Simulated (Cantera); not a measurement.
A Cantera script and its output.

```python
import numpy as np
import cantera as ct

gas = ct.Solution("gri30.yaml")
gas.TPX = 1350, 380000, {'CO': 1, 'H2': 0.65, 'O2': 1.59, 'N2': 5.97}
reactor = ct.IdealGasReactor(gas, energy="on", clone=False)
net = ct.ReactorNet([reactor])
net.rtol, net.atol = 1e-08, 1e-16
show = ['CO', 'H2', 'O2', 'HO2', 'N2O']
times = np.geomspace(5e-06, 1, 12)

steps = ct.SolutionArray(gas, extra=["t"])
rows = []
print(f"{'t/s':>10s}{'T/K':>9s}{'P/Pa':>11s}" + "".join(f"{s:>11s}" for s in show))
for t in times:
    while net.time < t:
        t_next = net.step()
        steps.append(gas.state, t=t_next)
    rows.append([np.interp(t, steps.t, y) for y in (steps.T, steps.P, *steps(*show).X.T)])
    print(f"{t:10.3e}{rows[-1][0]:9.1f}{rows[-1][1]:11.4g}" + "".join(f"{x:11.3e}" for x in rows[-1][2:]))
rate = np.gradient(steps.T, steps.t)
print("integrator steps:", len(steps.t))
if steps.T.max() > steps.T[0] + 200:
    print(f"time of steepest temperature rise: {steps.t[rate.argmax()]:.4e} s")
gas.TPX = 1350, 380000, {'CO': 1, 'H2': 0.65, 'O2': 1.59, 'N2': 5.97}
gas.equilibrate("UV")
print(f"equilibrium (UV): T = {gas.T:.1f} K  " + "  ".join(f"{s} {gas[s].X[0]:.3e}" for s in show))
```

Result:

```
       t/s      T/K       P/Pa         CO         H2         O2        HO2        N2O
 5.000e-06   1350.3  3.801e+05  1.086e-01  7.045e-02  1.726e-01  1.996e-05  1.276e-10
 1.517e-05   2268.8   6.07e+05  4.537e-02  4.224e-03  1.017e-01  3.452e-05  1.545e-06
 4.600e-05   2721.7  7.079e+05  1.555e-02  1.504e-03  9.281e-02  1.777e-05  2.502e-06
 1.395e-04   2730.3  7.095e+05  1.449e-02  1.422e-03  9.150e-02  1.795e-05  2.505e-06
 4.233e-04   2721.9  7.071e+05  1.421e-02  1.399e-03  8.901e-02  1.728e-05  2.511e-06
 1.284e-03   2709.2  7.034e+05  1.381e-02  1.366e-03  8.526e-02  1.628e-05  2.581e-06
 3.894e-03   2703.6  7.018e+05  1.363e-02  1.351e-03  8.361e-02  1.585e-05  2.633e-06
 1.181e-02   2703.4  7.017e+05  1.362e-02  1.351e-03  8.356e-02  1.584e-05  2.634e-06
 3.583e-02   2703.4  7.017e+05  1.362e-02  1.351e-03  8.356e-02  1.584e-05  2.634e-06
 1.087e-01   2703.4  7.017e+05  1.362e-02  1.351e-03  8.356e-02  1.584e-05  2.634e-06
 3.297e-01   2703.4  7.017e+05  1.362e-02  1.351e-03  8.356e-02  1.584e-05  2.634e-06
 1.000e+00   2703.4  7.017e+05  1.362e-02  1.351e-03  8.356e-02  1.584e-05  2.634e-06
integrator steps: 1223
time of steepest temperature rise: 9.5314e-06 s
equilibrium (UV): T = 2703.4 K  CO 1.362e-02  H2 1.351e-03  O2 8.356e-02  HO2 1.584e-05  N2O 2.634e-06
```

Detailed kinetics in Cantera: GRI-Mech 3.0 (53 species, 325 reactions). The hydrogen kinetics of GRI-Mech 3.0 are dated; newer H2 mechanisms differ, most at raised pressure.
